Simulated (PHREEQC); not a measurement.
0.078 g of hydrous ferric oxide (600 m²/g; 0.2 weak and 0.005 strong sites per Fe, Dzombak-Morel constants, diffuse double layer) in 1 kg of water with 0.01 mol/kgw of an inert sodium salt and 3.7e-07 mol/kgw BaCl2 and 1.3e-06 mol/kgw ZnCl2, at 25 °C; the pH is set by adding NaOH or the inert anion's acid. Oxygen is held at 0.21 atm. No CO2 enters from the air. No solid was allowed to form.

The series has 17 steps of pH, from 3 to 11.

Model: ion-association model, wateq4f.dat, run in PHREEQC.

**Question.** Near which pH is half of the Ba sorbed, and on which side is more sorbed?

**Answer.** Near pH 8.3, with more sorbed at higher pH.

**Question.** Near which pH is half of the Zn sorbed, and on which side is more sorbed?

**Answer.** Near pH 6.3, with more sorbed at higher pH.

Complexes and solids missing from the database can't appear. The oxide is taken as insoluble; below pH 4 it would dissolve.
